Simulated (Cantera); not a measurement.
A perfectly stirred reactor is fed with H₂ : O₂ = 0.06 : 1 (molar parts), equivalence ratio 0.030, at 1.88 Torr; it is held at 1150 K, and followed from long to short residence time.

Detailed kinetics in Cantera: GRI-Mech 3.0 (53 species, 325 reactions). Radical loss at walls, strong at low pressure, is not modelled. The temperature is held fixed by assumption; the heat of reaction is taken as removed at once.

Question: Predict: x(H₂) at τ = 0.760 s; x(O₂) at τ = 0.760 s; x(H₂O) at τ = 0.760 s; x(H) at τ = 0.760 s; x(HO₂) at τ = 0.760 s; x(H₂) at τ = 32.0 ms; x(O₂) at τ = 32.0 ms; x(H₂O) at τ = 32.0 ms; x(H) at τ = 32.0 ms; x(HO₂) at τ = 32.0 ms.

Answer: 
```json
{
  "x(H₂) at τ = 0.760 s": "0.000841",
  "x(O₂) at τ = 0.760 s": "0.919",
  "x(H₂O) at τ = 0.760 s": "0.0529",
  "x(H) at τ = 0.760 s": "0.00479",
  "x(HO₂) at τ = 0.760 s": "7.72e-7",
  "x(H₂) at τ = 32.0 ms": "0.00431",
  "x(O₂) at τ = 32.0 ms": "0.906",
  "x(H₂O) at τ = 32.0 ms": "0.0441",
  "x(H) at τ = 32.0 ms": "0.0122",
  "x(HO₂) at τ = 32.0 ms": "9.01e-7"
}
```
